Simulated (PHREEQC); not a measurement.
A solution holds 0.14 mol AgF, 0.0001 mol NaNO3 and 0.22 mol Cu(NO3)2 per kg of water, at 20 °C. Closed to the air; pH follows from the charge balance.

Equilibrium calculation in PHREEQC: ion-association model, wateq4f.dat.

**Question.** The ionic strength comes out as 0.686 mol/kgw. What activity coefficients do Na+, CuOH+, Cu2(OH)2+2, HF2-, H+ get?

**Answer.** Na+ 0.71, CuOH+ 0.63, Cu2(OH)2+2 0.32, HF2- 0.61, H+ 0.76.

This is a speciation only: nothing precipitates in the calculation. Saturation is exceeded, for instance for Cu2(OH)3NO3, CuF2:2H2O; the values hold only as long as no solid forms.
